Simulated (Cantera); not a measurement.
What does this Cantera script print?

```python
import numpy as np
import cantera as ct

surf = ct.Interface("diamond.yaml", "diamond_100")
gas, bulk = surf.adjacent["gas"], surf.adjacent["diamond"]
k = surf.kinetics_species_index(bulk.species_names[0])
cover = ["c6HH", "c6H*", "c6*H", "c6**", "c6HM", "c6B"]

rows, drift = [], 0.0
print(f"{'xH':>10s}{'um/h':>11s}" + "".join(f"{s:>11s}" for s in cover))
for v in [0.0001, 0.00024, 0.00057, 0.0014, 0.0032, 0.0077, 0.018, 0.044, 0.1]:
    T, P, xH, xCH3 = 900, 1100, v, 1.1e-05
    gas.TPX = T, P, {"H": xH, "CH3": xCH3, "CH4": 0.0067, "H2": 1 - xH - xCH3 - 0.0067}
    surf.TP = bulk.TP = T, P
    surf.coverages = "c6H*:0.1, c6HH:0.9"
    surf.advance_coverages(100.0)
    before = surf.coverages
    surf.advance_coverages(100.0)
    drift = max(drift, np.max(np.abs(surf.coverages - before) / (surf.coverages + 1e-9)))
    rate = surf.net_production_rates[k] * bulk.mean_molecular_weight / bulk.density * 3.6e9
    rows.append([rate, *surf[cover].coverages])
    print(f"{v:10.4g}{rate:11.4e}" + "".join(f"{x:11.3e}" for x in rows[-1][1:]))
```

It prints:

```
        xH       um/h       c6HH       c6H*       c6*H       c6**       c6HM        c6B
    0.0001 2.0535e-02  6.577e-01  9.547e-03  2.674e-01  3.019e-03  5.013e-02  5.572e-11
   0.00024 2.8308e-02  6.711e-01  9.976e-03  2.794e-01  3.692e-03  2.883e-02  7.681e-11
   0.00057 3.3319e-02  6.814e-01  1.023e-02  2.865e-01  4.074e-03  1.430e-02  9.041e-11
    0.0014 3.6017e-02  6.872e-01  1.037e-02  2.903e-01  4.268e-03  6.295e-03  9.773e-11
    0.0032 3.7170e-02  6.898e-01  1.043e-02  2.919e-01  4.348e-03  2.843e-03  1.009e-10
    0.0077 3.7718e-02  6.910e-01  1.046e-02  2.926e-01  4.387e-03  1.199e-03  1.024e-10
     0.018 3.7948e-02  6.915e-01  1.050e-02  2.929e-01  4.404e-03  5.159e-04  1.030e-10
     0.044 3.8056e-02  6.918e-01  1.055e-02  2.930e-01  4.416e-03  2.116e-04  1.033e-10
       0.1 3.8111e-02  6.918e-01  1.067e-02  2.929e-01  4.430e-03  9.322e-05  1.034e-10
```

Detailed kinetics in Cantera: the Harris–Goodwin 1993 mechanism for the reconstructed diamond (100) surface.
